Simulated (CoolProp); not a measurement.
Vapour-liquid equilibrium of CF4 (R14) (1) + R13 (2) at 154.4 K; x and y are mole fractions of (1).

Model: multi-fluid Helmholtz-energy mixture model, Platzer 1990 and Platzer 1990; pair parameters Bell 2016, in CoolProp. This equation is an older, rougher fit; its heat capacities, sound speeds and derivatives of the liquid may be far off and weren't checked against measurements.

| x | bubble pressure, mixture model (MPa) | bubble pressure, Raoult's law (MPa) | y, mixture model | y, Raoult's law |
|---|---|---|---|---|
| 0.05 | 0.02179 | 0.01677 | 0.655 | 0.556 |
| 0.2 | [?] | 0.04357 | 0.884 | 0.856 |
| 0.35 | 0.08513 | 0.07037 | 0.933 | 0.928 |
| 0.5 | 0.1091 | 0.09717 | 0.956 | 0.960 |
| 0.65 | 0.1312 | 0.1240 | [?] | 0.978 |
| 0.8 | 0.1534 | 0.1508 | [?] | 0.990 |
| 0.95 | 0.1776 | 0.1776 | [?] | 0.998 |

Some entries are withheld; supply them.


- 0.2, bubble pressure, mixture model (MPa): 0.05699
- 0.65, y, mixture model: 0.972
- 0.8, y, mixture model: 0.984
- 0.95, y, mixture model: 0.996

The largest gap from Raoult's law is +30.8 % in bubble pressure, at x = 0.2. No azeotrope shows between x = 0.05 and 0.95.

The pair parameters rest on a limited set of measurements; away from them the model extrapolates.
